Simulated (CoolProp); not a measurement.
The numbers come from the reference Helmholtz-energy equation of state, Gao 2022 in CoolProp.

**Question.** Give the vapour pressure (kPa), liquid density (kg/m³), enthalpy of vaporisation (kJ/kg), vapour Z of saturated n-perfluorohexane at 263.5, 386 K.

**Answer.** 
```tsv
T (K)	p (kPa)	liquid density (kg/m³)	enthalpy of vaporisation (kJ/kg)	vapour Z
263.5	4.97	1770	102	0.994
386	486	1370	65.7	0.800
```
